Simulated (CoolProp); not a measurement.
Properties of R410A along the isobar 1580 kPa.

The numbers come from the reference Helmholtz-energy equation of state, Lemmon 2003 in CoolProp. It is a pseudo-pure fit of the blend.

```csv
T (K),phase,Z,cp (kJ/(kg K)),cv (kJ/(kg K)),isothermal compressibility (1/MPa),expansivity (1/kK),conductivity (mW/(m K))
217,liquid,0.04648,1.358,0.8540,0.001593,2.250,137
251.8,liquid,0.04368,1.424,0.8659,0.002813,2.796,117
321.2,gas,0.8254,1.119,0.8326,0.7880,6.051,16.8
356,gas,0.8868,1.040,0.8346,0.7193,4.257,19.1
390.7,gas,0.9217,1.037,0.8648,0.6883,3.413,21.4
425.5,gas,0.9440,1.059,0.9036,0.6707,2.901,23.9
460.2,gas,0.9591,1.090,0.9446,0.6597,2.550,26.3
```

Thermal conductivity comes from a separate model (Geller 2001).
